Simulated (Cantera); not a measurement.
Feed: 1 mol Pb, 6.1 mol H2, equilibrated at 0.00180 bar.

Equilibrium computed with Cantera from the NASA thermochemical tables; the gas is ideal and each condensed phase is pure. Candidate condensed phases: Pb; 4 gas species. Equilibrium is a limit: real reactors are often held back by kinetics, nucleation or transport. All values below are at 1075 K.

Base state: H2 0.958, Pb 0.0422 (mole fractions); condensed: Pb(l).

### Question
What changes in the equilibrium state with this change: Pb replaced by HgO?

### Answer
| species | before | after |
|---|---|---|
| H2 | 0.958 | 0.718 |
| Hg | 0 | 0.141 |
| H2O | 0 | 0.141 |
| Pb | 0.0422 | 0 |
| Pb(l), mol | 0.731 | 0 |
Further candidate phases: H2O, Hg, HgO.
